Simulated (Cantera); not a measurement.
Mixture: CH4 : CO : O2 : N2 : H2O = 1 : 0.28 : 3.75 : 14.1 : 1.5 (molar parts), at 0.440 bar, adiabatic and at constant pressure. Ignition delay is the time to a rise of 400 K.

Detailed kinetics in Cantera: GRI-Mech 3.0 (53 species, 325 reactions).

### Question
Predict: delay at 1000 K; delay at 1200 K; delay at 1400 K; delay at 1600 K; apparent activation energy between 1500 and 1700 K.

### Answer
```
Quantity                                                 Value
--------------------------------------------------  ----------
delay at 1000 K                                         2.39 s
delay at 1200 K                                        79.9 ms
delay at 1400 K                                        5.64 ms
delay at 1600 K                                       0.858 ms
apparent activation energy between 1500 and 1700 K  170 kJ/mol
```
